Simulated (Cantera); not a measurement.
Charge: 1 mol Si, 0.056 mol H₂O, 6.3 mol N₂, 0.51 mol O₂, at 10000 Pa.

Cantera equilibrium calculation (NASA polynomials, part measured and part estimated; ideal gas, pure solids and liquids). Candidate condensed phases: H₂O, Si, SiO₂, Si₂N₂O, Si₃N₄; 35 gas species. Mutual solubility and eutectic melting of coexisting phases are not modelled. The tables hold silica as quartz up to 1696 K and as liquid above; real silica turns to tridymite and cristobalite and melts near 1996 K. Rates play no part. All values below are at 1500 °C.

Base state: N₂ 0.968, SiO 0.0227, H₂ 0.00893, H 8.50e-5 (mole fractions); condensed: SiO₂(condensed) + Si₂N₂O(s).

What changes in the equilibrium state with this change: Si replaced by Cu?


```json
[
 {"species": "N₂", "before": "0.968", "after": "0.947"},
 {"species": "O₂", "before": "<1e-9", "after": "0.0390"},
 {"species": "H₂O", "before": "5.04e-6", "after": "0.00832"},
 {"species": "SiO", "before": "0.0227", "after": "0"},
 {"species": "Cu", "before": "0", "after": "0.00347"},
 {"species": "NO", "before": "<1e-9", "after": "0.00179"},
 {"species": "OH", "before": "2.98e-9", "after": "0.000197"},
 {"species": "O", "before": "<1e-9", "after": "5.86e-5"},
 {"species": "CuO", "before": "0", "after": "2.97e-5"},
 {"species": "SiO₂(condensed), mol", "before": "0.337", "after": "0"},
 {"species": "Si₂N₂O(s), mol", "before": "0.261", "after": "0"},
 {"species": "Cu₂O(l), mol", "before": "0", "after": "0.488"}
]
```
Further candidate phases: Cu, CuO, Cu(OH)₂, Cu₂O.
